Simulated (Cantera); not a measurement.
Input: 1 mol SiCl4, 1.9 mol HCl, 930 mol H2, held at 1250 °C and 0.00110 bar.

Method: chemical equilibrium by Gibbs-energy minimisation in Cantera with the NASA 1993 tables (ideal gas, pure condensed phases). Candidate condensed phases: Si; 19 gas species. Equilibrium is a limit: real reactors are often held back by kinetics, nucleation or transport.

Question: What is the equilibrium state?

Answer: 
```json
{
 "x(H2)": "0.993",
 "x(HCl)": "0.00607",
 "x(H)": "0.000696",
 "x(SiCl2)": "0.000121",
 "x(Si)": "1.64e-5",
 "x(Cl)": "3.41e-6",
 "x(SiCl)": "2.00e-6",
 "x(SiH2)": "2.00e-6",
 "x(SiH)": "1.59e-6",
 "n(Si(s))": "0.866 mol",
 "gas_amount": "934.2 mol"
}
```
